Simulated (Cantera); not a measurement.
Feed: 1 mol trisilylamine, 17 mol NH3, equilibrated at 700 °C and 1000 Pa.

These are equilibrium values from Cantera (NASA tables, ideal gas, pure condensed phases), not measurements of a reactor. Candidate condensed phases: Si, Si3N4; 18 gas species. The feed counts by its element totals alone. Rates play no part.

Base state: H2 0.811, N2 0.189 (mole fractions); condensed: Si3N4(s).

### Question
What changes in the equilibrium state with this change: temperature from 700 °C to 1550 °C?

### Answer
```json
[
 {"species": "H2", "before": "0.811", "after": "0.765"},
 {"species": "N2", "before": "0.189", "after": "0.230"},
 {"species": "H", "before": "9.74e-9", "after": "0.00380"},
 {"species": "Si", "before": "<1e-9", "after": "0.000443"},
 {"species": "SiH", "before": "<1e-9", "after": "4.14e-5"},
 {"species": "SiH2", "before": "<1e-9", "after": "2.69e-5"},
 {"species": "Si2N", "before": "<1e-9", "after": "1.38e-5"},
 {"species": "Si3N4(s), mol", "before": "1.00", "after": "0"},
 {"species": "Si(l), mol", "before": "0", "after": "2.98"}
]
```
Gases not in the tables: Si2H6 and higher silanes.

### Question
What changes in the equilibrium state with this change: NH3 from 17 to 2.5 mol?

### Answer
```json
[
 {"species": "H2", "before": "0.811", "after": "1.00"},
 {"species": "N2", "before": "0.189", "after": "<1e-9"},
 {"species": "Si3N4(s), mol", "before": "1.00", "after": "0.875"},
 {"species": "Si(s), mol", "before": "0", "after": "0.375"}
]
```
